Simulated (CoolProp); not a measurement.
Computed with CoolProp (reference Helmholtz-energy equation of state, Guder 2009).

For sulfur hexafluoride, give the phase and the density (kg/m³), cp (kJ/(kg K)), viscosity (µPa s), conductivity (mW/(m K)) at -28.75 °C and 68.3 bar.


- -28.75 °C and 68.3 bar: liquid; density 1780, cp 0.874, viscosity 335, conductivity 74.9

Viscosity comes from a separate model (Quiñones-Cisneros 2012). Thermal conductivity comes from a separate model (Assael 2012).
